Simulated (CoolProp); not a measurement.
Vapour pressure (MPa) of R11: the reference equation beside estimates from Tc = 471.1 K, pc = 4.408 MPa, ω = 0.189.

Model: reference Helmholtz-energy equation of state, Jacobsen 1992, in CoolProp.

| T (K) | reference | Lee-Kesler | Soave-Redlich-Kwong |
|---|---|---|---|
| 348.9 | 0.4717 | 0.4730 | 0.4734 |
| 358.7 | 0.5967 | 0.5986 | 0.5999 |
| 368.4 | 0.7432 | 0.7455 | 0.7483 |
| 378.2 | 0.9166 | 0.9191 | 0.9244 |
| 387.9 | 1.116 | 1.118 | 1.127 |
| 397.7 | 1.348 | 1.350 | 1.363 |
| 407.4 | 1.611 | 1.612 | 1.630 |
| 417.2 | 1.913 | 1.912 | 1.936 |
| 426.9 | 2.250 | 2.249 | 2.279 |
| 436.7 | 2.635 | 2.633 | 2.667 |
| 446.4 | 3.062 | 3.062 | 3.096 |
| 456.1 | 3.540 | 3.543 | 3.571 |

Absolute difference from the reference over all 12 rows, mean and median: Lee-Kesler 0.2 and 0.1 %, Soave-Redlich-Kwong 1.0 and 1.0 %.
